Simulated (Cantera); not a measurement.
Input: 1 mol SiH₂Cl₂, 2.9 mol N₂, 18 mol H₂, equilibrated at 17.3 Torr.

Cantera equilibrium calculation (NASA polynomials, part measured and part estimated; ideal gas, pure solids and liquids). Candidate condensed phases: NH₄Cl, Si, Si₃N₄; 28 gas species. N₂ is the only nitrogen source here; it is nearly inert below about 1500 K, so the nitride shown seldom forms there in practice. Kinetics and transport are ignored.

Over these rows the condensed part is Si₃N₄(s). Partial pressures as log10 of bar:

```
T (K)  1000/T (1/K)  log p SiCl₂  log p H₂  log p N₂  log p HCl
-----  ------------  -----------  --------  --------  ---------
1048         0.9542        -8.21     -1.73     -2.64      -2.68
1148         0.8711        -7.06     -1.73     -2.64      -2.68
1248         0.8013        -6.10     -1.73     -2.64      -2.69
1348         0.7418        -5.29     -1.73     -2.64      -2.69
1448         0.6906        -4.61     -1.73     -2.63      -2.70
1548         0.6460            ?     -1.73     -2.63      -2.73
```

Fit log p(SiCl₂) = a + b·(1000/T) to the five rows, give the apparent enthalpy, and predict the row at 1548 K.

Means: 1000/T = 0.8118, log p = -6.254. Sxy = -0.594680, Sxx = 0.0434939, so b = -13.67 and a = -6.254 − (-13.67)×0.8118 = 4.84.
Apparent enthalpy: −19.145 × (-13.67) = 262 kJ/mol. With the condensed phases at unit activity, 1/3 Si₃N₄(s) + 2 HCl(g) = SiCl₂(g) + H₂(g) + 2/3 N₂(g) links this pressure to the main gases: over the six rows their terms move log p by -0.11 in all, so the slope is close to that reaction's ΔH°. The five rows lie within 0.01 of the line.
Prediction at 1548 K: 4.84 + (-13.67)×0.6460 = -3.99. The computed value is -4.07, 0.08 from the line.
